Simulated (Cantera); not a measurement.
A perfectly stirred reactor is fed with C₂H₆ : N₂ = 1 : 70 (molar parts), at 100.0 Torr; it is held at 1675 K, and followed from long to short residence time.

Detailed kinetics in Cantera: GRI-Mech 3.0 (53 species, 325 reactions). GRI-Mech 3.0 stops at C3 and has no aromatics, soot or wall deposition, so with more carbon than oxygen in the feed, carbon stays in small species such as C2H2 where larger ones or solid carbon would form.

What does this change do: temperature 1675 to 1125 K?


```tsv
quantity	before	after
x(C₂H₆) at τ = 18.0 s	2.97e-7	0.000296
x(CH₃) at τ = 18.0 s	2.65e-5	1.04e-6
x(C₂H) at τ = 18.0 s	1.69e-7	2.61e-11
x(H₂) at τ = 18.0 s	0.0266	0.0212
x(C₂H₄) at τ = 18.0 s	5.03e-6	0.00356
x(C₂H₆) at τ = 0.170 s	1.93e-5	0.00904
x(CH₃) at τ = 0.170 s	0.000208	7.06e-6
x(C₂H) at τ = 0.170 s	4.30e-7	4.22e-12
x(H₂) at τ = 0.170 s	0.0248	0.00485
x(C₂H₄) at τ = 0.170 s	9.95e-5	0.00448
```

What does this change do: N2 70 to 230 parts?


| quantity | before | after |
|---|---|---|
| x(C₂H₆) at τ = 18.0 s | 2.97e-7 | 1.06e-7 |
| x(CH₃) at τ = 18.0 s | 2.65e-5 | 1.46e-5 |
| x(C₂H) at τ = 18.0 s | 1.69e-7 | 9.54e-8 |
| x(H₂) at τ = 18.0 s | 0.0266 | 0.00832 |
| x(C₂H₄) at τ = 18.0 s | 5.03e-6 | 1.29e-6 |
| x(C₂H₆) at τ = 0.170 s | 1.93e-5 | 7.39e-6 |
| x(CH₃) at τ = 0.170 s | 0.000208 | 0.000109 |
| x(C₂H) at τ = 0.170 s | 4.30e-7 | 2.65e-7 |
| x(H₂) at τ = 0.170 s | 0.0248 | 0.00777 |
| x(C₂H₄) at τ = 0.170 s | 9.95e-5 | 4.33e-5 |

What does this change do: 1.7 parts H2O added?


```csv
quantity,before,after
x(C₂H₆) at τ = 18.0 s,2.97e-7,3.01e-7
x(CH₃) at τ = 18.0 s,2.65e-5,3.21e-5
x(C₂H) at τ = 18.0 s,1.69e-7,5.20e-8
x(H₂) at τ = 18.0 s,0.0266,0.0461
x(C₂H₄) at τ = 18.0 s,5.03e-6,4.74e-6
x(C₂H₆) at τ = 0.170 s,1.93e-5,1.91e-5
x(CH₃) at τ = 0.170 s,0.000208,0.000212
x(C₂H) at τ = 0.170 s,4.30e-7,3.00e-7
x(H₂) at τ = 0.170 s,0.0248,0.0278
x(C₂H₄) at τ = 0.170 s,9.95e-5,0.000102
```
